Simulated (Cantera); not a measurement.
Mixture: CH₄ : H₂ : O₂ : N₂ = 1 : 0.13 : 1.09 : 4.09 (molar parts), at 2.20 bar, adiabatic and at constant volume. Ignition delay is the time to a rise of 400 K.

Detailed kinetics in Cantera: GRI-Mech 3.0 (53 species, 325 reactions). Below about 1000 K GRI-Mech 3.0 lacks low-temperature oxidation paths. Below about 950 K walls govern HO2 and H2O2 in real vessels.

### Question
What does this change do: N2 4.09 to 5.2 parts?

### Answer
```tsv
quantity	before	after
delay at 925 K	0.176 s	0.205 s
delay at 1025 K	44.8 ms	55.2 ms
delay at 1125 K	17.4 ms	21.7 ms
delay at 1225 K	6.52 ms	8.18 ms
delay at 1325 K	2.38 ms	2.99 ms
apparent activation energy between 1275 and 1375 K	150 kJ/mol	150 kJ/mol
```

### Question
What does this change do: constant pressure in place of constant volume?

### Answer
```json
[
 {"quantity": "delay at 925 K", "before": "0.176 s", "after": "0.191 s"},
 {"quantity": "delay at 1025 K", "before": "44.8 ms", "after": "49.2 ms"},
 {"quantity": "delay at 1125 K", "before": "17.4 ms", "after": "19.2 ms"},
 {"quantity": "delay at 1225 K", "before": "6.52 ms", "after": "7.20 ms"},
 {"quantity": "delay at 1325 K", "before": "2.38 ms", "after": "2.64 ms"},
 {"quantity": "apparent activation energy between 1275 and 1375 K", "before": "150 kJ/mol", "after": "150 kJ/mol"}
]
```

### Question
What does this change do: pressure from 2.20 bar to 1.80 bar?

### Answer
```
quantity                                                before       after
--------------------------------------------------  ----------  ----------
delay at 925 K                                         0.176 s     0.205 s
delay at 1025 K                                        44.8 ms     57.5 ms
delay at 1125 K                                        17.4 ms     21.8 ms
delay at 1225 K                                        6.52 ms     7.91 ms
delay at 1325 K                                        2.38 ms     2.82 ms
apparent activation energy between 1275 and 1375 K  150 kJ/mol  150 kJ/mol
```
